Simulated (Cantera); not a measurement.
Input: 1 mol MgO, a varied amount of C, 6.4 mol H2, held at 1550 K and 1.33 mbar.

Cantera equilibrium calculation (NASA polynomials, part measured and part estimated; ideal gas, pure solids and liquids). Candidate condensed phases: C, C6H6, C7H8, C8H18, H2O, Mg, MgCO3, MgO, Mg(OH)2; 116 gas species. The tables' values for MgH are old estimates; treat these amounts as uncertain. Rates play no part.

x: gas mole fraction; n: condensed amount in mol.

| n(C) (mol) | x H2 | x CO | x Mg | x H | x H2O | x MgH | x CO2 | n MgO(s) |
|---|---|---|---|---|---|---|---|---|
| 0.04 | 0.986 | 0.00617 | 0.00656 | 0.000857 | 0.000395 | 2.59e-6 | 8.84e-7 | 0.957 |
| 0.065 | 0.979 | … | … | 0.000853 | … | 4.01e-6 | 9.18e-7 | 0.933 |
| 0.11 | 0.966 | 0.0166 | 0.0168 | 0.000848 | 0.000152 | 6.55e-6 | 9.33e-7 | 0.889 |
| 0.17 | 0.949 | 0.0252 | 0.0253 | 0.000840 | 9.87e-5 | 9.80e-6 | 9.38e-7 | 0.829 |
| 0.28 | 0.919 | 0.0402 | 0.0403 | 0.000827 | 6.00e-5 | 1.53e-5 | 9.40e-7 | 0.720 |
| 0.45 | 0.876 | … | … | 0.000807 | … | 2.29e-5 | 9.41e-7 | … |
| 0.72 | 0.816 | 0.0918 | 0.0918 | 0.000779 | 2.34e-5 | 3.30e-5 | 9.41e-7 | 0.280 |

Task: Some entries are withheld; supply them.

Result: 
- 0.45, x CO: 0.0616
- 0.45, x Mg: 0.0616
- 0.45, x H2O: 3.74e-5
- 0.45, n MgO(s): 0.550
- 0.065, x CO: 0.00995
- 0.065, x Mg: 0.0102
- 0.065, x H2O: 0.000253
